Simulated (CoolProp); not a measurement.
Vapour-liquid equilibrium of cis-2-butene (1) + acetone (2) at 0.0837 MPa; x and y are mole fractions of (1).

The numbers come from the multi-fluid Helmholtz-energy mixture model, Lemmon 2005 and Lemmon 2006; pair parameters Bell 2016 in CoolProp.

**Question.** Give the bubble temperature and the first vapour's composition at x = 0.125, 0.2, 0.425. Is there an azeotrope?

**Answer.** x = 0.125: 296.1 K, y = 0.693; x = 0.2: 288.2 K, y = 0.798; x = 0.425: 278.6 K, y = 0.891. No azeotrope shows between x = 0.05 and 0.95.

Pair parameters are fitted to limited data, so mixtures are less certain than the pure fluids. With so large a gap from Raoult's law the liquid may split in two, which this calculation doesn't test in full.
